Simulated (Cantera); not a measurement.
A perfectly stirred reactor is fed with CH₃OH : O₂ : N₂ = 1 : 2 : 7.52 (molar parts), equivalence ratio 0.75, at 9750 Torr; it is adiabatic with a 625 K inlet, and is followed from long to short residence time, starting on the burning branch (τ in s: 0.037, 0.016, 0.0065, 0.0027, 0.0012, 0.00048, 0.0002, 8.5e-05, 3.6e-05).

Computed with Cantera and GRI-Mech 3.0 (53 species, 325 reactions). GRI-Mech 3.0 was tuned for natural gas; its chemistry of methanol as a main component is partial and can be far from experiment. The pressure lies above the range GRI-Mech 3.0 was tuned for (to about 10 atm).

Question: Predict: blow-out, bracketed by the residence times tried; x(CH₃OH) at τ = 37.0 ms; x(O₂) at τ = 37.0 ms; x(NO) at τ = 37.0 ms; x(N₂O) at τ = 37.0 ms; x(CH₃OH) at τ = 1.20 ms; x(O₂) at τ = 1.20 ms; x(NO) at τ = 1.20 ms; x(N₂O) at τ = 1.20 ms.

Answer: 
- blow-out, bracketed by the residence times tried = burning at 36.0 µs, the shortest tried
- x(CH₃OH) at τ = 37.0 ms = 3.98e-7
- x(O₂) at τ = 37.0 ms = 0.0443
- x(NO) at τ = 37.0 ms = 0.00175
- x(N₂O) at τ = 37.0 ms = 9.94e-7
- x(CH₃OH) at τ = 1.20 ms = 9.55e-6
- x(O₂) at τ = 1.20 ms = 0.0456
- x(NO) at τ = 1.20 ms = 0.000132
- x(N₂O) at τ = 1.20 ms = 1.40e-6
